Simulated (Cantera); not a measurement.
An isothermal, constant-pressure homogeneous reactor starts with 3.23 % C₂H₆, 96.8 % N₂, at 1098 K and 3.38 Torr.

Computed with Cantera and GRI-Mech 3.0 (53 species, 325 reactions). GRI-Mech 3.0 stops at C3 and has no aromatics, soot or wall deposition, so with more carbon than oxygen in the feed, carbon stays in small species such as C2H2 where larger ones or solid carbon would form. Radical loss at walls, strong at low pressure, is not modelled.

### Question
Predict: x(C₂H₆) at 60.0 s; x(H₂) at 60.0 s; x(CH₄) at 60.0 s; x(C₂H₄) at 60.0 s; x(CH₃) at 60.0 s.

### Answer
- x(C₂H₆) at 60.0 s = 2.66e-5 (gas-phase equilibrium 3.35e-8)
- x(H₂) at 60.0 s = 0.0363 (gas-phase equilibrium 0.0572)
- x(CH₄) at 60.0 s = 0.00509 (gas-phase equilibrium 0.00222)
- x(C₂H₄) at 60.0 s = 0.0181 (gas-phase equilibrium 0.000226)
- x(CH₃) at 60.0 s = 8.68e-7 (gas-phase equilibrium 6.30e-8)
